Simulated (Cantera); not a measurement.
Reactions in the system N-O

Cantera with NASA thermochemical tables; ideal gases at 1 bar, condensed phases pure. Values are per mole of reaction as written; species without (g) are pure solids or liquids, kept so even where they would boil at 1 bar.

2 N2O(g) ⇌ 4 N(g) + O2(g)

```json
[
 {"T (K)": "300", "ΔH° (kJ)": "1727.6", "ΔS° (J/K)": "378.6", "ΔG° (kJ)": "1614.0", "log10 K": "-281.02"},
 {"T (K)": "1773", "ΔH° (kJ)": "1742.5", "ΔS° (J/K)": "405.4", "ΔG° (kJ)": "1023.7", "log10 K": "-30.16"},
 {"T (K)": "1873", "ΔH° (kJ)": "1742.5", "ΔS° (J/K)": "405.4", "ΔG° (kJ)": "983.2", "log10 K": "-27.42"},
 {"T (K)": "1973", "ΔH° (kJ)": "1742.3", "ΔS° (J/K)": "405.3", "ΔG° (kJ)": "942.7", "log10 K": "-24.96"},
 {"T (K)": "2073", "ΔH° (kJ)": "1742.2", "ΔS° (J/K)": "405.2", "ΔG° (kJ)": "902.1", "log10 K": "-22.73"},
 {"T (K)": "2173", "ΔH° (kJ)": "1742.0", "ΔS° (J/K)": "405.1", "ΔG° (kJ)": "861.6", "log10 K": "-20.71"},
 {"T (K)": "2273", "ΔH° (kJ)": "1741.7", "ΔS° (J/K)": "405.0", "ΔG° (kJ)": "821.1", "log10 K": "-18.87"},
 {"T (K)": "2373", "ΔH° (kJ)": "1741.5", "ΔS° (J/K)": "404.9", "ΔG° (kJ)": "780.6", "log10 K": "-17.18"},
 {"T (K)": "2473", "ΔH° (kJ)": "1741.2", "ΔS° (J/K)": "404.8", "ΔG° (kJ)": "740.1", "log10 K": "-15.63"},
 {"T (K)": "2573", "ΔH° (kJ)": "1740.9", "ΔS° (J/K)": "404.7", "ΔG° (kJ)": "699.6", "log10 K": "-14.20"}
]
```

NO(g) + N(g) ⇌ N2O(g)

| T (K) | ΔH° (kJ) | ΔS° (J/K) | ΔG° (kJ) | log10 K |
|---|---|---|---|---|
| 300 | -482.4 | -144.1 | -439.1 | 76.46 |
| 1773 | -483.4 | -148.9 | -219.4 | 6.46 |
| 1873 | -483.1 | -148.7 | -204.5 | 5.70 |
| 1973 | -482.7 | -148.6 | -189.6 | 5.02 |
| 2073 | -482.3 | -148.4 | -174.8 | 4.40 |
| 2173 | -481.9 | -148.2 | -159.9 | 3.84 |
| 2273 | -481.5 | -148.0 | -145.1 | 3.33 |
| 2373 | -481.1 | -147.8 | -130.3 | 2.87 |
| 2473 | -480.7 | -147.6 | -115.6 | 2.44 |
| 2573 | -480.2 | -147.5 | -100.8 | 2.05 |

2 NO2(g) ⇌ 2 O2(g) + N2(g)

| T (K) | ΔH° (kJ) | ΔS° (J/K) | ΔG° (kJ) | log10 K |
|---|---|---|---|---|
| 300 | -68.4 | 121.6 | -104.9 | 18.26 |
| 1773 | -70.3 | 123.7 | -289.6 | 8.53 |
| 1873 | -70.8 | 123.4 | -301.9 | 8.42 |
| 1973 | -71.3 | 123.1 | -314.3 | 8.32 |
| 2073 | -71.8 | 122.9 | -326.6 | 8.23 |
| 2173 | -72.3 | 122.7 | -338.8 | 8.14 |
| 2273 | -72.8 | 122.5 | -351.1 | 8.07 |
| 2373 | -73.2 | 122.2 | -363.3 | 8.00 |
| 2473 | -73.7 | 122.0 | -375.6 | 7.93 |
| 2573 | -74.2 | 121.9 | -387.7 | 7.87 |
